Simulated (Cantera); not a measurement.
Input (Python, Cantera):

```python
import numpy as np
import cantera as ct

gas = ct.Solution("gri30.yaml")
gas.TPX = 450, 23000, {'CH4': 1, 'O2': 1.82, 'N2': 6.84, 'H2O': 0.23}
inlet = ct.Reservoir(gas, clone=True)
gas.equilibrate("HP")  # start burning
reactor = ct.IdealGasConstPressureReactor(gas, energy="on", clone=False)
exhaust = ct.Reservoir(gas, clone=True)
tau = [0.048, 0.015, 0.0048, 0.0015, 0.00048, 0.00015, 4.8e-05, 1.5e-05, 4.9e-06][0]
for a, b in ((inlet, reactor), (reactor, exhaust)):
    ct.MassFlowController(a, b, mdot=lambda t: reactor.mass / tau)
net = ct.ReactorNet([reactor])
show = ['CH4', 'O2', 'H2O', 'H', 'O', 'NO2']

rows = []
print(f"{'tau/s':>10s}{'T/K':>9s}" + "".join(f"{s:>11s}" for s in show))
for tau in [0.048, 0.015, 0.0048, 0.0015, 0.00048, 0.00015, 4.8e-05, 1.5e-05, 4.9e-06]:
    net.initial_time = 0.0
    net.advance(30 * tau)
    before = gas.X
    net.advance(40 * tau)
    drift = np.max(np.abs(gas.X - before) / (gas.X + 1e-9))
    rows.append([gas.T, *gas[show].X, drift])
    print(f"{tau:10.3e}{gas.T:9.1f}" + "".join(f"{x:11.3e}" for x in gas[show].X))
```

Output:

```
     tau/s      T/K        CH4         O2        H2O          H          O        NO2
 4.800e-02   2125.3  1.224e-05  5.999e-03  1.945e-01  4.962e-03  1.276e-03  1.529e-08
 1.500e-02   2054.9  2.884e-05  8.739e-03  1.886e-01  7.803e-03  2.134e-03  6.783e-09
 4.800e-03   1977.3  7.346e-05  1.167e-02  1.825e-01  1.140e-02  3.147e-03  3.101e-09
 1.500e-03   1902.8  2.162e-04  1.496e-02  1.773e-01  1.468e-02  3.976e-03  1.625e-09
 4.800e-04   1832.9  7.549e-04  2.047e-02  1.740e-01  1.520e-02  3.968e-03  1.046e-09
 1.500e-04    450.0  1.011e-01  1.840e-01  2.326e-02  1.654e-28 -4.341e-23 -3.980e-21
 4.800e-05    450.0  1.011e-01  1.840e-01  2.326e-02  2.038e-31 -7.823e-26 -7.527e-24
 1.500e-05    450.0  1.011e-01  1.840e-01  2.326e-02  1.207e-32 -4.914e-27 -4.754e-25
 4.900e-06    450.0  1.011e-01  1.840e-01  2.326e-02  7.538e-34 -3.099e-28 -3.003e-26
```

Detailed kinetics in Cantera: GRI-Mech 3.0 (53 species, 325 reactions).
